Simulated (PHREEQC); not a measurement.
Dissolve 0.0007 mol CuCl2, 0.04 mol HCl and 0.0004 mol H3BO3 per kg of water at 25 °C. Closed to the air; pH follows from the charge balance.

The numbers come from PHREEQC with the ion-association model, phreeqc.dat.

This is a speciation only: nothing precipitates in the calculation.

**Question.** Predict the pH, specific conductance.

**Answer.** pH 1.46; specific conductance 15100 µS/cm.

**Question.** In which forms is Cu present?

**Answer.** Cu+2 95 %, CuCl+ 5.3 % of the Cu.
